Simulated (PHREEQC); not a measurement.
A solution holds 2.7 mmol/kgw NaHSO4, 13 mmol/kgw Na2CO3 and 8.2 mmol/kgw KCl, at 6.1 °C. Closed to the air; pH follows from the charge balance.

Computed with PHREEQC (ion-association model, wateq4f.dat).

No solid was allowed to form.

### Question
Predict the pH, ionic strength.

### Answer
pH 10.82; ionic strength 0.0476 mol/kgw.

### Question
In which forms is C present?

### Answer
CO3-2 72 %, HCO3- 22 %, NaCO3- 6.5 % of the C.

Species that the database lacks are ignored. Away from 25 °C the constants follow the database's enthalpies or fits; those with neither stay at their 25 °C values.
